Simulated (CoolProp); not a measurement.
Propylene glycol at several states: density (kg/m³) from the reference equation and from simpler models built on Tc = 400.8 °C, pc = 7292 kPa, ω = 0.327; each cubic takes its own stable root.

Model: reference Helmholtz-energy equation of state, Eisenbach 2021, in CoolProp.

```tsv
T (°C)	p (kPa)	phase	reference	van der Waals	Peng-Robinson
96.25	1840	liquid	(withheld)	633.6	(withheld)
-31.75	101	liquid	1075	696.6	1180
295.35	23100	liquid	806.7	(withheld)	(withheld)
```

Problem. What belongs in the gaps?

Solution. 
- 96.25, reference: 977.3
- 96.25, Peng-Robinson: 1090
- 295.35, van der Waals: 567.1
- 295.35, Peng-Robinson: 891.5
